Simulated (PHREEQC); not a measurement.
A solution holds 0.0018 mol NaOH and 1.1e-05 mol CO2 per kg of water, at 40 °C. Closed to the air; pH follows from the charge balance.

Equilibrium calculation in PHREEQC: Pitzer model, pitzer.dat.

Each row changes one thing in this solution. Precipitation was switched off in this run.

| case | pH | ionic strength (mol/kgw) |
|---|---|---|
| as made | 10.76 | 0.00181 |
| CO2 left out | ? | 0.00180 |
| NaOH from 0.0018 to 0.00036 mol/kgw | 10.06 | 0.000365 |
| temperature from 40 to 30 °C | 11.06 | 0.00181 |
| temperature from 40 to 45 °C | 10.62 | 0.00181 |
| 0.00018 mol/kgw HCl added | 10.72 | 0.00181 |
| 0.0001 mol/kgw Sr(OH)2 added | ? | 0.00211 |
| NaOH from 0.0018 to 0.0009 mol/kgw | ? | 0.000907 |
| CO2 from 1.1e-05 to 0.00011 mol/kgw | 10.72 | 0.00189 |

Q: What belongs in the gaps?

A: 
- CO2 left out, pH: 10.77
- 0.0001 mol/kgw Sr(OH)2 added, pH: 10.81
- NaOH from 0.0018 to 0.0009 mol/kgw, pH: 10.46

Away from 25 °C the constants follow the database's enthalpies or fits; those with neither stay at their 25 °C values.
